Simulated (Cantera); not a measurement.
What does this Cantera script print?

```python
import numpy as np
import cantera as ct

gas_names = [...]  # 95 gases of nasa_gas.yaml made of C, F, H
cond_names = """
    C(gr) C6H6(L) C7H8(L) C8H18(L),n-octa
""".split()


# ... load() reads the species with a 1 bar reference pressure and builds the phases ...
atoms = {
    'C2F6': {'C': 2, 'F': 6},
    'H2': {'H': 2},
}
top_T = {'C(gr)': 4500}  # K; cautious upper limits of use, not melting points


# ... equilibrate(T, P, feed) seeds the gas with the atoms and calls Mixture.equilibrate('TP', solver="vcs", rtol=1e-11, max_steps=5000) ...
results = []
T = 2748  # K
P = 10000  # Pa
for m in [2.2, 3.1, 4, 4.9, 5.8, 6.7, 7.5, 8.4, 9.3, 10]:
    feed = {'C2F6': 1, 'H2': m}  # mol
    mix = equilibrate(T, P, feed)
    results.append((T, P, feed, dict(zip(mix.species_names, mix.species_moles))))

top = {s: max(r[3][s] / sum(r[3][g] for g in gas_names) for r in results) for s in gas_names}
cols = sorted((s for s in top if top[s] > 0.001), key=lambda s: -top[s])[:8]
seen = [c for c in cond_names if any(r[3].get(c, 0) > 1e-12 for r in results)]
print("log10 of partial pressures in bar; condensed amounts in mol")
print(f"{'n(H2)':>10s}" + "".join(f"{s[:9]:>10s}" for s in cols + seen))
for T, P, feed, n in results:
    ng = sum(n[g] for g in gas_names)
    print(f"{feed['H2']:10.4g}" + "".join(f"{np.log10(max(n[s] / ng * P / 1e5, 1e-99)):10.3f}" for s in cols)
          + "".join(f"{n.get(c, 0):10.4g}" for c in seen))
```

Result:

```
log10 of partial pressures in bar; condensed amounts in mol
     n(H2)        HF        H2         F         H       CF2 C2H2,acet        CF     C(gr)
       2.2    -1.111    -5.794    -1.807    -4.065    -2.245    -7.348    -2.993     1.611
       3.1    -1.018    -3.016    -3.103    -2.676    -4.837    -4.569    -4.289     1.988
         4    -1.084    -1.993    -3.680    -2.165    -5.993    -3.547    -4.867     1.949
       4.9    -1.141    -1.746    -3.861    -2.041    -6.353    -3.300    -5.047     1.904
       5.8    -1.191    -1.617    -3.976    -1.976    -6.583    -3.170    -5.162     1.859
       6.7    -1.236    -1.533    -4.062    -1.935    -6.756    -3.087    -5.248     1.813
       7.5    -1.272    -1.480    -4.124    -1.908    -6.881    -3.034    -5.311     1.771
       8.4    -1.309    -1.435    -4.184    -1.886    -7.000    -2.989    -5.371     1.725
       9.3    -1.343    -1.400    -4.236    -1.868    -7.104    -2.954    -5.423     1.679
        10    -1.368    -1.378    -4.272    -1.857    -7.176    -2.931    -5.459     1.643
```

Equilibrium computed with Cantera from the NASA thermochemical tables; the gas is ideal and each condensed phase is pure. The feed counts by its element totals alone.
